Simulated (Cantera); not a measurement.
A closed system holds: 1 mol Si3N4, 3.4 mol H2, at 2425 K.

Method: chemical equilibrium by Gibbs-energy minimisation in Cantera with the NASA 1993 tables (ideal gas, pure condensed phases). Candidate condensed phases: Si, Si3N4; 18 gas species. The tables' values for SiN are old estimates; treat these amounts as uncertain. Gases not in the tables: Si2H6 and higher silanes. The numbers say what is thermodynamically allowed, not how fast it happens.

x: gas mole fraction; n: condensed amount in mol.

| P (Pa) | x H2 | x H | x N2 | x Si | x SiH | x Si2 | x SiN | n Si(l) |
|---|---|---|---|---|---|---|---|---|
| 1 | 0.00987 | 0.562 | 0.171 | 0.257 | 2.40e-5 | 5.89e-6 | 3.80e-5 | 0 |
| 16 | … | … | … | 0.278 | … | … | 0.000172 | 0 |
| 250 | 0.274 | 0.187 | 0.216 | 0.317 | 0.00246 | 0.00224 | 0.000834 | 0 |
| 4000 | 0.530 | 0.0652 | 0.331 | 0.0665 | 0.00288 | 0.00158 | 0.000867 | 2.54 |
| 63000 | 0.611 | … | 0.365 | … | … | … | 0.000229 | 2.97 |
| 1000000 | 0.625 | 0.00447 | 0.369 | 0.000266 | 0.000198 | 6.34e-6 | 5.79e-5 | 2.99 |

Fill in the missing entries.


- 63000, x H: 0.0176
- 63000, x Si: 0.00422
- 63000, x SiH: 0.000779
- 63000, x Si2: 0.000101
- 16, x H2: 0.0963
- 16, x H: 0.439
- 16, x N2: 0.186
- 16, x SiH: 0.000324
- 16, x Si2: 0.000111
